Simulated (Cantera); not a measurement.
Input (Python, Cantera) and output of one run.

```python
import numpy as np
import cantera as ct

gas_names = """
    CL CL2 H HCL H2 N NH NH2 NH3 N2 N2H2 N2H4 Si SiCL SiCL2 SiCL3 SiCL4 SiH SiHCL3 SiH2 SiH2CL2 SiH3
    SiH3CL SiH4 SiN Si2 Si2N Si3
""".split()
cond_names = """
    NH4CL(a) NH4CL(b) Si(cr) Si(L) Si3N4(a)
""".split()


# ... load() reads the species with a 1 bar reference pressure and builds the phases ...
atoms = {
    'Si2Cl6': {'Si': 2, 'CL': 6},
    'N2': {'N': 2},
    'H2': {'H': 2},
}
top_T = {'Si3N4(a)': 2400}  # K; cautious upper limits of use, not melting points


# ... equilibrate(T, P, feed) seeds the gas with the atoms and calls Mixture.equilibrate('TP', solver="vcs", rtol=1e-11, max_steps=5000) ...
results = []
T = 1073  # K
P = 133.322  # Pa
for m in [0.81, 1.3, 2.1, 3.4, 5.4, 8.7, 14, 23, 36, 58]:
    feed = {'Si2Cl6': 1, 'N2': m, 'H2': 12}  # mol
    mix = equilibrate(T, P, feed)
    results.append((T, P, feed, dict(zip(mix.species_names, mix.species_moles))))
    x = sorted(zip(gas.X, gas.species_names), reverse=True)
    print(f"T = {T:g} K  P = {P:g} Pa  n(N2) = {m:g} mol  gas = {mix.phase_moles(0):.4g} mol")
    print("   x: " + "  ".join(f"{s} {v:.3e}" for v, s in x if v > 0.0001))
    print("   condensed (mol): " + ("  ".join(f"{mix.phase(i).name} {mix.phase_moles(i):.4g}"
          for i in range(1, mix.n_phases) if mix.phase_moles(i) > 1e-12) or "none"))
```

It prints:

```
T = 1073 K  P = 133.322 Pa  n(N2) = 0.81 mol  gas = 14.27 mol
   x: H2 7.350e-01  HCL 2.097e-01  SiCL4 4.783e-02  SiCL3 2.735e-03  SiCL2 2.502e-03  SiHCL3 2.054e-03
   condensed (mol): Si3N4(a) 0.4044
T = 1073 K  P = 133.322 Pa  n(N2) = 1.3 mol  gas = 14.89 mol
   x: H2 6.395e-01  HCL 3.329e-01  SiCL4 1.667e-02  N2 9.711e-03  SiCL3 5.601e-04  SiHCL3 3.923e-04  SiCL2 3.011e-04
   condensed (mol): Si3N4(a) 0.5777
T = 1073 K  P = 133.322 Pa  n(N2) = 2.1 mol  gas = 15.73 mol
   x: H2 5.881e-01  HCL 3.496e-01  N2 5.416e-02  SiCL4 7.621e-03  SiCL3 2.338e-04  SiHCL3 1.571e-04  SiCL2 1.148e-04
   condensed (mol): Si3N4(a) 0.6241
T = 1073 K  P = 133.322 Pa  n(N2) = 3.4 mol  gas = 17.04 mol
   x: H2 5.372e-01  HCL 3.338e-01  N2 1.244e-01  SiCL4 4.363e-03  SiCL3 1.340e-04
   condensed (mol): Si3N4(a) 0.6403
T = 1073 K  P = 133.322 Pa  n(N2) = 5.4 mol  gas = 19.05 mol
   x: H2 4.779e-01  HCL 3.040e-01  N2 2.153e-01  SiCL4 2.628e-03
   condensed (mol): Si3N4(a) 0.6489
T = 1073 K  P = 133.322 Pa  n(N2) = 8.7 mol  gas = 22.36 mol
   x: H2 4.057e-01  N2 3.306e-01  HCL 2.620e-01  SiCL4 1.513e-03
   condensed (mol): Si3N4(a) 0.6546
T = 1073 K  P = 133.322 Pa  n(N2) = 14 mol  gas = 27.66 mol
   x: N2 4.585e-01  H2 3.271e-01  HCL 2.135e-01  SiCL4 8.241e-04
   condensed (mol): Si3N4(a) 0.6585
T = 1073 K  P = 133.322 Pa  n(N2) = 23 mol  gas = 36.66 mol
   x: N2 5.913e-01  H2 2.463e-01  HCL 1.619e-01  SiCL4 4.063e-04
   condensed (mol): Si3N4(a) 0.6612
T = 1073 K  P = 133.322 Pa  n(N2) = 36 mol  gas = 49.66 mol
   x: N2 6.982e-01  H2 1.816e-01  HCL 1.200e-01  SiCL4 2.014e-04
   condensed (mol): Si3N4(a) 0.663
T = 1073 K  P = 133.322 Pa  n(N2) = 58 mol  gas = 71.66 mol
   x: N2 7.908e-01  H2 1.258e-01  HCL 8.333e-02
   condensed (mol): Si3N4(a) 0.6642
```

Equilibrium computed with Cantera from the NASA thermochemical tables; the gas is ideal and each condensed phase is pure. The feed counts by its element totals alone. N2 is the only nitrogen source here; it is nearly inert below about 1500 K, so the nitride shown seldom forms there in practice. The tables' values for SiCl3 are old estimates; treat these amounts as uncertain.
